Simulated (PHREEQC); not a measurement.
A made-up water analysis in mg/L, 75 °C, pH 2.64, pe 9.4:

```json
[
 {"constituent": "Na", "mg/L": "1470"},
 {"constituent": "K", "mg/L": "496"},
 {"constituent": "Ca", "mg/L": "246"},
 {"constituent": "Mg", "mg/L": "310"},
 {"constituent": "Cl", "mg/L": "1550"},
 {"constituent": "S(6) as SO4", "mg/L": "4560"},
 {"constituent": "Zn", "mg/L": "196"},
 {"constituent": "Fe(3)", "mg/L": "115"},
 {"constituent": "Cu(2)", "mg/L": "7.72"}
]
```

Valence states are taken as typed.

Model: ion-association model, wateq4f.dat, run in PHREEQC.

Question: The ionic strength comes out as 0.134 mol/kgw. What activity coefficients do NaSO4-, KSO4-, SO4-2, Fe(SO4)2-, FeHSO4+2 get?

Answer: NaSO4- 0.75, KSO4- 0.75, SO4-2 0.30, Fe(SO4)2- 0.74, FeHSO4+2 0.31.

No solid was allowed to form. The solution is supersaturated, for example in Jarosite-K, Jarosite-Na, so a real one may precipitate; this is no full list. Constants without temperature data keep their 25 °C values here.
